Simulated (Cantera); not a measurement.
Cantera run:

```python
import numpy as np
import cantera as ct

gas_names = """
    H N2O NH3 TaO2
""".split()
cond_names = """
    Ta(cr) Ta(L)
""".split()


def load(file, names, dense=False):
    # The tables refer to 1 bar. Condensed volumes are neglected.
    table = {s.name: s for s in ct.Species.list_from_file(file)}
    out = []
    for n in names:
        d = dict(table[n].input_data)
        d["thermo"] = dict(d["thermo"], **{"reference-pressure": 1e5})
        if dense:
            d["equation-of-state"] = {"model": "constant-volume", "density": "1e6 g/cm^3"}
        out.append(ct.Species.from_dict(d))
    return out


species = {s.name: s for s in load("nasa_gas.yaml", gas_names) + load("nasa_condensed.yaml", cond_names)}
# Each term lists the table entries of one substance; the one whose range holds T is used.
reactions = {
    'Ta + 12 H(g) + 2 N2O(g) = 4 NH3(g) + TaO2(g)':
        [(-1, ['Ta(cr)', 'Ta(L)']), (-12, ['H']), (-2, ['N2O']), (4, ['NH3']), (1, ['TaO2'])],
}


def pick(names, T):
    return next(species[n] for n in names if species[n].thermo.min_temp <= T <= species[n].thermo.max_temp)


results = []
for label, terms in reactions.items():
    print(label)
    print("     T/K   dH/kJ  dS/(J/K)   dG/kJ   log10 K")
    for T in [300, 1173, 1273, 1373, 1473, 1573, 1673, 1773]:
        used = [(nu, pick(names, T)) for nu, names in terms]
        dH = sum(nu * s.thermo.h(T) for nu, s in used) / 1e6
        dS = sum(nu * s.thermo.s(T) for nu, s in used) / 1e3
        dG = dH - T * dS / 1e3
        logK = -dG * 1e6 / (ct.gas_constant * T * np.log(10))
        results.append((label, T, dH, dS, dG, logK, [s.name for _, s in used]))
        print(f"{T:8g} {dH:8.1f} {dS:8.1f} {dG:8.1f} {logK:8.2f}")
```

It prints:

```
Ta + 12 H(g) + 2 N2O(g) = 4 NH3(g) + TaO2(g)
     T/K   dH/kJ  dS/(J/K)   dG/kJ   log10 K
     300  -3164.1   -807.8  -2921.7   508.71
    1173  -3276.8   -995.0  -2109.7    93.95
    1273  -3286.0  -1002.5  -2009.8    82.47
    1373  -3294.6  -1009.0  -1909.2    72.63
    1473  -3302.6  -1014.7  -1808.1    64.11
    1573  -3310.2  -1019.6  -1706.3    56.66
    1673  -3317.3  -1024.0  -1604.1    50.08
    1773  -3323.9  -1027.9  -1501.6    44.24
```

Standard-state values (1 bar) from the NASA 1993 polynomials, evaluated with Cantera. Condensed species are held in their standard states even where they would react or evaporate.
